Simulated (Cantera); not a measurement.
Feed: 1 mol MgO, 2.3 mol F₂, 25 mol H₂, held at 1800 K and 1000 Pa.

Equilibrium computed with Cantera from the NASA thermochemical tables; the gas is ideal and each condensed phase is pure. Candidate condensed phases: H₂O, Mg, MgF₂, MgO, Mg(OH)₂; 31 gas species. The numbers say what is thermodynamically allowed, not how fast it happens.

Task: What is the equilibrium state?

Result: 
| Quantity | Value |
|---|---|
| x(H₂) | 0.821 |
| x(HF) | 0.147 |
| x(H₂O) | 0.0145 |
| x(MgF₂) | 0.00967 |
| x(Mg) | 0.00355 |
| x(H) | 0.00324 |
| x(MgF) | 0.00128 |
| x(MgOH) | 5.47e-6 |
| x(MgH) | 4.36e-6 |
| n(MgO(s)) | 0.602 mol |
| gas amount | 27.46 mol |
| log10 activity of MgF₂(l) (absent) | -1.59 |
| log10 activity of Mg(l) (absent) | -5.61 |
